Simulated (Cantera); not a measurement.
A freely propagating, adiabatic, planar premixed flame of 9.30 % CH₄, 0.437 % H₂, 19.0 % O₂, 71.3 % N₂, equivalence ratio 0.99, unburnt at 600 K and 0.128 atm; mixture-averaged transport, grid criteria slope 0.08 and curve 0.16, no radiation.

Model: GRI-Mech 3.0 (53 species, 325 reactions), integrated in Cantera. Burning velocities carry a grid error of a few per cent, more on coarse grids.

### Question
Predict: laminar burning velocity; thermal thickness; peak x(C₂H₆); peak x(H); peak x(HO₂).

### Answer
```
Property                    Result
------------------------  --------
laminar burning velocity  191 cm/s
thermal thickness          1.98 mm
peak x(C₂H₆)               0.00104
peak x(H)                   0.0172
peak x(HO₂)               0.000159
```
